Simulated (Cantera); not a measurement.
Feed: 1 mol PbO, 4.7 mol CO, equilibrated at 1050 K and 101000 Pa.

Method: chemical equilibrium by Gibbs-energy minimisation in Cantera with the NASA 1993 tables (ideal gas, pure condensed phases). Candidate condensed phases: C, Pb, PbO, PbO₂, Pb₃O₄; 15 gas species. Rates play no part.

Base state: CO 0.787, CO₂ 0.213, Pb 4.59e-5 (mole fractions); condensed: Pb(l).

### Question
What changes in the equilibrium state with this change: 0.23 mol NH₃ added?

### Answer
```csv
species,before,after
CO,0.787,0.729
CO₂,0.213,0.182
H₂,0,0.0550
N₂,0,0.0223
H₂O,0,0.0117
Pb,4.59e-5,4.59e-5
CH₄,0,0.000111
"Pb(l), mol",1.000,1.000
```
Further candidate phases: C₆H₆, C₇H₈, C₈H₁₈, H₂O.

### Question
What changes in the equilibrium state with this change: temperature from 1050 K to 1675 K?

### Answer
```csv
species,before,after
CO,0.787,0.701
CO₂,0.213,0.189
Pb,4.59e-5,0.109
Pb₂,<1e-9,0.000123
PbO,<1e-9,0.000106
"Pb(l), mol",1.000,0.420
```
Gases not in the tables: (PbO)n polymers.

### Question
What changes in the equilibrium state with this change: temperature from 1050 K to 2300 K?

### Answer
```json
[
 {"species": "CO", "before": "0.787", "after": "0.652"},
 {"species": "CO₂", "before": "0.213", "after": "0.172"},
 {"species": "Pb", "before": "4.59e-5", "after": "0.172"},
 {"species": "PbO", "before": "<1e-9", "after": "0.00302"},
 {"species": "Pb₂", "before": "<1e-9", "after": "8.71e-5"},
 {"species": "O", "before": "<1e-9", "after": "1.51e-5"},
 {"species": "Pb(l), mol", "before": "1.000", "after": "0"}
]
```
Gases not in the tables: (PbO)n polymers.
